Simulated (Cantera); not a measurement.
An isothermal, constant-pressure homogeneous reactor starts with 0.524 % C₂H₆, 99.5 % N₂, at 1950 K and 1.43 Torr.

Cantera simulation using GRI-Mech 3.0 (53 species, 325 reactions); the numbers are that mechanism's predictions, not measurements. GRI-Mech 3.0 stops at C3 and has no aromatics, soot or wall deposition, so with more carbon than oxygen in the feed, carbon stays in small species such as C2H2 where larger ones or solid carbon would form. Radical loss at walls, strong at low pressure, is not modelled.

**Question.** Predict: x(CH₃) at 4.00 s; x(C₂H₄) at 4.00 s; x(CH₂) at 4.00 s; x(HCN) at 4.00 s.

**Answer.** 
| Quantity | Value |
|---|---|
| x(CH₃) at 4.00 s | 3.62e-7 (gas-phase equilibrium 2.80e-9) |
| x(C₂H₄) at 4.00 s | 1.41e-9 (gas-phase equilibrium 3.42e-11) |
| x(CH₂) at 4.00 s | 2.10e-8 (gas-phase equilibrium 9.75e-10) |
| x(HCN) at 4.00 s | 0.000265 (gas-phase equilibrium 0.00986) |
